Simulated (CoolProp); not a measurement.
Vapour-liquid equilibrium of dimethyl carbonate (1) + n-octane (2) at 25.5 kPa; x and y are mole fractions of (1).

Computed with CoolProp (multi-fluid Helmholtz-energy mixture model, Zhou 2011 and Beckmüller 2019; pair parameters Bell 2016).

```
x     bubble temperature, mixture model (°C)  bubble temperature, Raoult's law (°C)  y, mixture model  y, Raoult's law
----  --------------------------------------  -------------------------------------  ----------------  ---------------
0.05                                    71.3                                   79.7             0.373            0.141
0.2                                     56.7                                   72.8             0.697            0.443
0.35                                    52.5                                   67.4             0.769            0.636
0.5                                     51.4                                   62.9             0.791            0.767
0.65                                    51.0                                   59.1             0.801            0.861
0.8                                     50.7                                   55.9             0.824            0.931
0.95                                    51.2                                   53.1             0.919            0.985
```

The largest gap from Raoult's law is -16.1 K in bubble temperature, at x = 0.2. y crosses x between x = 0.8 and 0.95: the model has an azeotrope there.

Pair parameters are fitted to limited data, so mixtures are less certain than the pure fluids. With so large a gap from Raoult's law the liquid may split in two, which this calculation doesn't test in full.
